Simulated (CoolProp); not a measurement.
A Linde-Hampson liquefier for nitrogen: isothermal reversible compression at 280 K from 1 atm to 5 MPa, throttling to 1 atm, return gas leaving the recuperator 10 K below the feed. Each further row changes one setting.

Computed with CoolProp (reference Helmholtz-energy equation of state, Span 2000).

```csv
case,liquid yield per pass,compression work (kJ/kg of gas)
as stated,?,323
high pressure 10 MPa,?,?
warm-end temperature 310 K,no liquid,?
warm-end gap 15 K,no liquid,323
```

Question: What belongs in the gaps?

Answer: 
- as stated, liquid yield per pass: 0.004
- high pressure 10 MPa, liquid yield per pass: 0.030
- high pressure 10 MPa, compression work (kJ/kg of gas): 380
- warm-end temperature 310 K, compression work (kJ/kg of gas): 358
